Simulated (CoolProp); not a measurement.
Neopentane along the isobar 1.3 MPa: Z from the reference equation and from simpler models built on Tc = 433.7 K, pc = 3.196 MPa, ω = 0.196; each cubic takes its own stable root.

Values from CoolProp's reference Helmholtz-energy equation of state, Lemmon 2006. It is a short technical equation, of lower accuracy than the large ones.

```csv
T (K),phase,reference
297.7,liquid,0.06456
314.5,liquid,0.06315
331.3,liquid,0.06218
348.2,liquid,0.06171
365,liquid,0.06187
398.6,gas,0.7814
415.4,gas,0.8166
432.3,gas,0.8436
449.1,gas,0.8650
465.9,gas,0.8824
482.7,gas,0.8969
499.5,gas,0.9092
516.4,gas,0.9196
533.2,gas,0.9286
550,gas,0.9364
```

Q: How far does each simpler model (van der Waals, Redlich-Kwong, Soave-Redlich-Kwong, Peng-Robinson) lie from the reference over these 15 states: mean and median of the absolute difference, and the worst?

A: 
- van der Waals: mean 93.0 %, median 2.3 %, worst +1145.7 % at 365 K and 1.3 MPa
- Redlich-Kwong: mean 4.1 %, median 0.6 %, worst +14.5 % at 365 K and 1.3 MPa
- Soave-Redlich-Kwong: mean 2.6 %, median 0.3 %, worst +10.0 % at 365 K and 1.3 MPa
- Peng-Robinson: mean 2.6 %, median 1.6 %, worst -6.5 % at 297.7 K and 1.3 MPa

At some of these states van der Waals gives the other phase, because its saturation line lies elsewhere.
